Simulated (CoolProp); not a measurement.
Benzene at 291.58 K and 0.00497 MPa is throttled through a valve to 0.00319 MPa with no heat exchange. Each further row changes one setting.

Computed with CoolProp (reference Helmholtz-energy equation of state, Thol 2012).

```json
[
 {"case": "as stated", "temperature change (K)": "…", "final density (kg/m³)": "0.103"},
 {"case": "outlet pressure 0.000957 MPa", "temperature change (K)": "…", "final density (kg/m³)": "…"},
 {"case": "outlet pressure 0.00415 MPa", "temperature change (K)": "…", "final density (kg/m³)": "…"}
]
```

Question: Fill in the missing entries.

Answer: 
- as stated, temperature change (K): -0.1
- outlet pressure 0.000957 MPa, temperature change (K): -0.2
- outlet pressure 0.000957 MPa, final density (kg/m³): 0.0309
- outlet pressure 0.00415 MPa, temperature change (K): -0.0
- outlet pressure 0.00415 MPa, final density (kg/m³): 0.134
